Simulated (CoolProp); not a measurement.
Vapour-liquid equilibrium of isobutene (1) + acetone (2) at 1.19 bar; x and y are mole fractions of (1).

Computed with CoolProp (multi-fluid Helmholtz-energy mixture model, Lemmon 2005 and Lemmon 2006; pair parameters Bell 2016).

```json
[
 {"x": "0.05", "bubble temperature, mixture model (°C)": "43.9", "bubble temperature, Raoult's law (°C)": "52.9", "y, mixture model": "0.462", "y, Raoult's law": "0.276"},
 {"x": "0.125", "bubble temperature, mixture model (°C)": "27.2", "bubble temperature, Raoult's law (°C)": "43.0", "y, mixture model": "0.738", "y, Raoult's law": "0.534"},
 {"x": "0.2", "bubble temperature, mixture model (°C)": "17.5", "bubble temperature, Raoult's law (°C)": "35.0", "y, mixture model": "0.838", "y, Raoult's law": "0.687"},
 {"x": "0.275", "bubble temperature, mixture model (°C)": "11.8", "bubble temperature, Raoult's law (°C)": "28.5", "y, mixture model": "0.883", "y, Raoult's law": "0.783"},
 {"x": "0.35", "bubble temperature, mixture model (°C)": "8.3", "bubble temperature, Raoult's law (°C)": "23.1", "y, mixture model": "0.906", "y, Raoult's law": "0.846"},
 {"x": "0.425", "bubble temperature, mixture model (°C)": "6.0", "bubble temperature, Raoult's law (°C)": "18.5", "y, mixture model": "0.920", "y, Raoult's law": "0.889"},
 {"x": "0.5", "bubble temperature, mixture model (°C)": "4.4", "bubble temperature, Raoult's law (°C)": "14.5", "y, mixture model": "0.929", "y, Raoult's law": "0.920"},
 {"x": "0.575", "bubble temperature, mixture model (°C)": "3.3", "bubble temperature, Raoult's law (°C)": "11.0", "y, mixture model": "0.936", "y, Raoult's law": "0.942"},
 {"x": "0.65", "bubble temperature, mixture model (°C)": "2.3", "bubble temperature, Raoult's law (°C)": "7.9", "y, mixture model": "0.943", "y, Raoult's law": "0.959"},
 {"x": "0.725", "bubble temperature, mixture model (°C)": "1.4", "bubble temperature, Raoult's law (°C)": "5.2", "y, mixture model": "0.950", "y, Raoult's law": "0.972"},
 {"x": "0.8", "bubble temperature, mixture model (°C)": "0.4", "bubble temperature, Raoult's law (°C)": "2.7", "y, mixture model": "0.958", "y, Raoult's law": "0.982"},
 {"x": "0.875", "bubble temperature, mixture model (°C)": "-0.7", "bubble temperature, Raoult's law (°C)": "0.5", "y, mixture model": "0.970", "y, Raoult's law": "0.990"},
 {"x": "0.95", "bubble temperature, mixture model (°C)": "-1.9", "bubble temperature, Raoult's law (°C)": "-1.6", "y, mixture model": "0.985", "y, Raoult's law": "0.996"}
]
```

The largest gap from Raoult's law is -17.5 K in bubble temperature, at x = 0.2. No azeotrope shows between x = 0.05 and 0.95.

Pair parameters are fitted to limited data, so mixtures are less certain than the pure fluids. With so large a gap from Raoult's law the liquid may split in two, which this calculation doesn't test in full.
